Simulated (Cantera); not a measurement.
Cantera run:

```python
import numpy as np
import cantera as ct

gas_names = """
    H H2 P PH PH3 P2 P4
""".split()
cond_names = """
    P(cr) P(L)
""".split()


# ... load() reads the species with a 1 bar reference pressure and builds the phases ...
atoms = {
    'PH3': {'P': 1, 'H': 3},
    'H2': {'H': 2},
}
top_T = {}  # K; cautious upper limits of use, not melting points


# ... equilibrate(T, P, feed) seeds the gas with the atoms and calls Mixture.equilibrate('TP', solver="vcs", rtol=1e-11, max_steps=5000) ...
results = []
feed = {'PH3': 1, 'H2': 1.4}  # mol
T = 2398.15  # K
P = 133.322  # Pa
mix = equilibrate(T, P, feed)
results.append((T, P, feed, dict(zip(mix.species_names, mix.species_moles))))
print(gas.report(threshold=1e-05))
for i in range(1, mix.n_phases):
    print(f"{mix.phase(i).name:16s} {mix.phase_moles(i):12.5e} mol")
```

Output:

```
       temperature   2398.2 K
          pressure   133.32 Pa
           density   5.9366e-05 kg/m^3
  mean mol. weight   8.8786 kg/kmol
   phase of matter   gas

                          1 kg             1 kmol
                     ---------------   ---------------
          enthalpy        1.7644e+07        1.5665e+08  J
   internal energy        1.5398e+07        1.3671e+08  J
           entropy             28979        2.5729e+05  J/K
    Gibbs function       -5.1853e+07       -4.6038e+08  J
 heat capacity c_p              3430             30454  J/K
 heat capacity c_v            2493.6             22139  J/K

                      mass frac. Y      mole frac. X     chem. pot. / RT
                     ---------------   ---------------   ---------------
                 H          0.036034           0.31739           -13.655
                H2           0.12267           0.54024            -27.31
                 P           0.14966          0.042901           -16.553
                PH         0.0025707        0.00071367           -30.208
                P2           0.68906           0.09876           -33.105
     [   +2 minor]        3.6992e-07        3.6929e-08

P(L)              0.00000e+00 mol
```

These are equilibrium values from Cantera (NASA tables, ideal gas, pure condensed phases), not measurements of a reactor.
